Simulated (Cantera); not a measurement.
A freely propagating, adiabatic, planar premixed flame of CH4 : O2 : N2 = 1 : 1.43 : 5.37 (molar parts), unburnt at 623 K and 0.400 bar; mixture-averaged transport, grid criteria slope 0.08 and curve 0.16, no radiation.

Cantera simulation using GRI-Mech 3.0 (53 species, 325 reactions); the numbers are that mechanism's predictions, not measurements. Burning velocities carry a grid error of a few per cent, more on coarse grids.

Q: How do the results move with these cheaper or finer settings: unity-Lewis-number transport; multicomponent transport; multicomponent+Soret transport; grid criteria slope 0.5, curve 1; grid criteria slope 0.25, curve 0.5; grid criteria slope 0.03, curve 0.06?

A: 
| setting | laminar burning velocity | thermal thickness | peak x(H) | peak x(CO) | grid points |
|---|---|---|---|---|---|
| as above | 109 cm/s | 0.934 mm | 0.0107 | 0.0840 | 149 |
| unity-Lewis-number transport | 67.3 cm/s | 1.24 mm | 0.0136 | 0.0799 | 143 |
| multicomponent transport | 108 cm/s | 0.950 mm | 0.0107 | 0.0841 | 149 |
| multicomponent+Soret transport | 109 cm/s | 0.932 mm | 0.0110 | 0.0839 | 149 |
| grid criteria slope 0.5, curve 1 | 117 cm/s | 1.07 mm | 0.0111 | 0.0841 | 40 |
| grid criteria slope 0.25, curve 0.5 | 113 cm/s | 0.966 mm | 0.0110 | 0.0840 | 64 |
| grid criteria slope 0.03, curve 0.06 | 107 cm/s | 0.929 mm | 0.0106 | 0.0841 | 343 |
The base run took very roughly 8 core-seconds.
Unity Lewis numbers drop preferential diffusion, which matters most where H2 and H carry the flame; Soret adds thermal diffusion.
